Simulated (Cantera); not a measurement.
A closed system holds: 1 mol Nb2O5, 940 mol H2, 4.3 mol H2O, equilibrated at 133 Pa.

Cantera equilibrium calculation (NASA polynomials, part measured and part estimated; ideal gas, pure solids and liquids). Candidate condensed phases: H2O, Nb, NbO, NbO2, Nb2O5; 12 gas species. Kinetics and transport are ignored.

### Question
At 2025 K, list the 4 most abundant gas species with their mole fractions, and the condensed phases.

### Answer
H2 0.941, H 0.0511, H2O 0.00559, NbO2 0.00190. Condensed: gas only.
